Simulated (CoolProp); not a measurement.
Tetrahydrofuran along the isobar 2560 kPa: Z from the reference equation and from simpler models built on Tc = 540.2 K, pc = 5304 kPa, ω = 0.234; each cubic takes its own stable root.

The numbers come from the reference Helmholtz-energy equation of state, Fiedler 2023 in CoolProp.

| T (K) | phase | reference | van der Waals | Peng-Robinson |
|---|---|---|---|---|
| 182.5 | liquid | 0.1209 | 0.2006 | 0.1198 |
| 204.7 | liquid | 0.1103 | 0.1820 | 0.1083 |
| 226.8 | liquid | 0.1020 | 0.1674 | 0.09931 |
| 249 | liquid | 0.09520 | 0.1555 | 0.09203 |
| 271.1 | liquid | 0.08968 | 0.1458 | 0.08616 |
| 293.3 | liquid | 0.08511 | 0.1379 | 0.08136 |
| 315.4 | liquid | 0.08135 | 0.1314 | 0.07749 |
| 337.6 | liquid | 0.07826 | 0.1262 | 0.07438 |
| 359.7 | liquid | 0.07576 | 0.1220 | 0.07200 |
| 381.9 | liquid | 0.07380 | 0.1188 | 0.07028 |
| 404.1 | liquid | 0.07236 | 0.1168 | 0.06926 |
| 426.2 | liquid | 0.07149 | 0.1159 | 0.06904 |
| 448.4 | liquid | 0.07127 | 0.1168 | 0.06985 |
| 470.5 | liquid | 0.07198 | 0.7409 | 0.07225 |
| 492.7 | gas | 0.7069 | 0.7784 | 0.6999 |

At some of these states van der Waals gives the other phase, because its saturation line lies elsewhere.
